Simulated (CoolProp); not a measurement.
Properties of R245fa at several states.

Computed with CoolProp (reference Helmholtz-energy equation of state, Akasaka 2015).

```
T (°C)  p (bar)   phase  viscosity (µPa s)  fugacity coefficient
------  -------  ------  -----------------  --------------------
-69.75     15.2  liquid                ___             0.0003959
17.45      72.6  liquid                ___                   ___
19.15      71.7  liquid                ___               0.02110
6.35       6.16  liquid                ___                0.1135
93.45      18.8  liquid                184                0.4931
-60.65    0.262  liquid               1380               0.04751
```

Complete the blanks.


- -69.75, viscosity (µPa s): 1700
- 17.45, viscosity (µPa s): 474
- 17.45, fugacity coefficient: 0.01963
- 19.15, viscosity (µPa s): 464
- 6.35, viscosity (µPa s): 498

Viscosity comes from a separate model (Bell 2016), an estimate that may be off by 10 % or more.
